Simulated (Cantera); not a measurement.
Cantera run, input and output.

```python
import numpy as np
import cantera as ct

gas = ct.Solution("h2o2.yaml")
gas.TPX = 700, 500000, {'H2': 1, 'O2': 0.794, 'N2': 2.98}
flame = ct.FreeFlame(gas, width=0.013)
flame.set_refine_criteria(ratio=3, slope=0.08, curve=0.16)
flame.transport_model = "mixture-averaged"
flame.solve(loglevel=0, auto=True)
z, T = flame.grid, flame.T
thick = (T[-1] - T[0]) / np.gradient(T, z).max()
show = ['H2', 'O2', 'H', 'H2O', 'HO2', 'OH']
print(f"laminar burning velocity  {flame.velocity[0] * 100:.3f} cm/s")
print(f"burnt temperature         {T[-1]:.1f} K")
print(f"thermal thickness         {thick * 1e3:.4f} mm")
print(f"grid points               {len(z)}")
z0 = z[flame.heat_release_rate.argmax()]
print(f"{'z/mm':>9s}{'T/K':>9s}{'u/(m/s)':>9s}" + "".join(f"{s:>11s}" for s in show))
rows = []
for k in (-3, -2, -1.5, -1, -0.5, -0.25, 0, 0.25, 0.5, 1, 2, 4, 8):
    zz = z0 + k * thick
    rows.append([k * thick, np.interp(zz, z, T), np.interp(zz, z, flame.velocity),
                 *(np.interp(zz, z, flame.X[gas.species_index(s)]) for s in show)])
    print(f"{rows[-1][0] * 1e3:9.3f}{rows[-1][1]:9.1f}{rows[-1][2]:9.3f}" + "".join(f"{x:11.3e}" for x in rows[-1][3:]))
```

Result:

```
laminar burning velocity  494.536 cm/s
burnt temperature         2197.0 K
thermal thickness         0.0604 mm
grid points               108
     z/mm      T/K  u/(m/s)         H2         O2          H        H2O        HO2         OH
   -0.181    700.0    4.945  2.094e-01  1.663e-01  2.777e-14  2.416e-08  1.154e-09  1.731e-14
   -0.121    700.0    4.943  2.091e-01  1.664e-01  6.726e-12  7.099e-07  4.764e-08  4.047e-12
   -0.091    700.2    4.939  2.081e-01  1.666e-01  2.348e-10  6.383e-06  5.572e-07  1.119e-10
   -0.060    702.5    4.930  2.036e-01  1.675e-01  5.890e-08  1.215e-04  1.561e-05  1.228e-08
   -0.030    775.6    5.292  1.758e-01  1.698e-01  1.165e-04  6.682e-03  6.190e-04  8.601e-05
   -0.015   1023.2    6.786  1.330e-01  1.609e-01  1.965e-03  3.850e-02  6.413e-04  9.138e-04
    0.000   1387.0    9.023  7.570e-02  1.297e-01  7.934e-03  1.044e-01  3.740e-04  3.595e-03
    0.015   1660.1   10.726  3.434e-02  9.586e-02  1.145e-02  1.620e-01  2.134e-04  8.290e-03
    0.030   1817.0   11.698  1.770e-02  7.956e-02  1.002e-02  1.886e-01  1.343e-04  1.150e-02
    0.060   1971.9   12.624  9.254e-03  7.164e-02  5.595e-03  2.054e-01  7.246e-05  1.277e-02
    0.121   2087.9   13.288  4.971e-03  6.982e-02  2.064e-03  2.158e-01  3.442e-05  1.089e-02
    0.242   2155.1   13.661  2.177e-03  6.971e-02  5.635e-04  2.226e-01  1.517e-05  7.762e-03
    0.483   2185.4   13.826  8.794e-04  7.009e-02  1.441e-04  2.261e-01  7.882e-06  5.188e-03
```

Detailed kinetics in Cantera: the H2/O2 subset of GRI-Mech 3.0, which has no nitrogen chemistry. The hydrogen kinetics of GRI-Mech 3.0 are dated; newer H2 mechanisms differ, most at raised pressure. Burning velocities carry a grid error of a few per cent, more on coarse grids. Lean hydrogen flames are cellular in practice and burn faster than this planar one.
